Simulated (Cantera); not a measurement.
Input: 1 mol MgO, 0.62 mol CH4, 0.14 mol CO, equilibrated at 23.0 Pa.

Equilibrium computed with Cantera from the NASA thermochemical tables; the gas is ideal and each condensed phase is pure. Candidate condensed phases: C, C6H6, C7H8, C8H18, H2O, Mg, MgCO3, MgO, Mg(OH)2; 116 gas species. The tables' values for MgH are old estimates; treat these amounts as uncertain. Equilibrium is a limit: real reactors are often held back by kinetics, nucleation or transport.

Problem. At 1775 K, list the 4 most abundant gas species with their mole fractions, and the condensed phases.

Solution. H2 0.459, CO 0.287, Mg 0.238, H 0.0129. Condensed: MgO(s).
